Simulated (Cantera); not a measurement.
An isothermal, constant-pressure homogeneous reactor starts with 9.90 % C2H6, 90.1 % N2, at 1500 K and 6.53 Torr.

Computed with Cantera and GRI-Mech 3.0 (53 species, 325 reactions). GRI-Mech 3.0 stops at C3 and has no aromatics, soot or wall deposition, so with more carbon than oxygen in the feed, carbon stays in small species such as C2H2 where larger ones or solid carbon would form. Radical loss at walls, strong at low pressure, is not modelled.

x: mole fraction; the columns are a selection and need not sum to one.

```csv
t (s),x C2H6,x C2H4,x CH3,x CH2,x H,x HCN
1.00e-5,0.0990,6.94e-9,8.51e-5,4.02e-11,2.65e-8,<1e-12
7.50e-5,0.0986,2.33e-6,0.000627,1.69e-8,1.07e-6,<1e-12
0.000562,0.0950,0.000923,0.00404,2.46e-6,6.61e-5,2.90e-9
0.00422,0.0373,0.0369,0.0112,1.32e-5,0.000368,3.30e-7
0.0316,0.000158,0.0240,0.00101,8.96e-7,0.000149,7.74e-7
0.237,7.08e-6,0.00510,0.000205,4.90e-8,3.65e-5,7.78e-7
1.78,[?],[?],[?],[?],[?],7.81e-7
13.3,1.81e-6,9.31e-5,0.000107,2.47e-8,4.08e-5,8.38e-7
100,[?],[?],[?],[?],[?],[?]
```

Task: Some entries are withheld; supply them.

Result: 
- 1.78, x C2H6: 4.12e-6
- 1.78, x C2H4: 0.000194
- 1.78, x CH3: 0.000156
- 1.78, x CH2: 3.13e-8
- 1.78, x H: 3.19e-5
- 100, x C2H6: 7.23e-8
- 100, x C2H4: 3.45e-5
- 100, x CH3: 2.40e-5
- 100, x CH2: 8.48e-9
- 100, x H: 6.95e-5
- 100, x HCN: 1.17e-6
